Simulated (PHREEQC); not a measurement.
Solution (25 °C): 0.077 mol NH4HF2, 0.055 mol H2SiF6, 0.0031 mol H3BO3 and 0.00024 mol HCl per kg of water. Closed to the air; pH follows from the charge balance.

Computed with PHREEQC (ion-association model, phreeqc.dat).

No solid was allowed to form.

### Question
Estimate the pH.

### Answer
pH 1.47.

### Question
In which forms is F present?

### Answer
SiF6-2 68 %, HF 28 %, BF4- 2.6 %, HF2- 0.8 %, F- 0.8 % of the F.

SiF6-2 is the database's only silicon fluoride. Real BF4- forms and hydrolyses slowly; the run takes it at equilibrium.
